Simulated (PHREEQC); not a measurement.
## Buffer (model solution)

A solution holds 0.078 mol NaH2PO4 and 0.0049 mol NaOH per kg of water, at 25 °C. Closed to the air; pH follows from the charge balance.

The numbers come from PHREEQC with the ion-association model, wateq4f.dat.

Each row changes one thing in this solution. This is a speciation only: nothing precipitates in the calculation.

```json
[
 {"case": "as made", "pH": "5.70", "ionic strength (mol/kgw)": "0.0872"},
 {"case": "NaH2PO4 replaced by NaHCO3 at the same molality", "pH": "8.70", "ionic strength (mol/kgw)": "0.0822"},
 {"case": "NaH2PO4 left out", "pH": "11.66", "ionic strength (mol/kgw)": "0.00490"},
 {"case": "NaOH from 0.0049 to 0.00245 mol/kgw", "pH": "5.40", "ionic strength (mol/kgw)": "0.0827"},
 {"case": "NaOH left out", "pH": "4.50", "ionic strength (mol/kgw)": "0.0783"},
 {"case": "NaH2PO4 from 0.078 to 0.039 mol/kgw", "pH": "6.10", "ionic strength (mol/kgw)": "0.0484"}
]
```

H3PO4, which wateq4f.dat lacks, is added to it with the constant of phreeqc.dat.
